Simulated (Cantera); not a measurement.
Input: 1 mol Fe(CO)₅, 7.7 mol H₂, 1.4 mol O₂, held at 0.00130 bar.

Method: chemical equilibrium by Gibbs-energy minimisation in Cantera with the NASA 1993 tables (ideal gas, pure condensed phases). Candidate condensed phases: C, C₆H₆, C₇H₈, C₈H₁₈, Fe, Fe(CO)₅, FeO, Fe(OH)₂, Fe(OH)₃, Fe₂O₃, Fe₃O₄, H₂O; 114 gas species. Equilibrium is a limit: real reactors are often held back by kinetics, nucleation or transport. All values below are at 1177 °C.

Base state: H₂ 0.440, CO 0.340, H₂O 0.166, CO₂ 0.0540, H 0.000174, Fe 3.84e-5 (mole fractions); condensed: Fe(γ).

What changes in the equilibrium state with this change: H₂ from 7.7 to 31 mol?


| species | before | after |
|---|---|---|
| H₂ | 0.440 | 0.788 |
| CO | 0.340 | 0.134 |
| H₂O | 0.166 | 0.0726 |
| CO₂ | 0.0540 | 0.00518 |
| Fe | 3.84e-5 | 3.84e-5 |
| H | 0.000174 | 0.000233 |
| Fe(γ), mol | 0.999 | 0.999 |
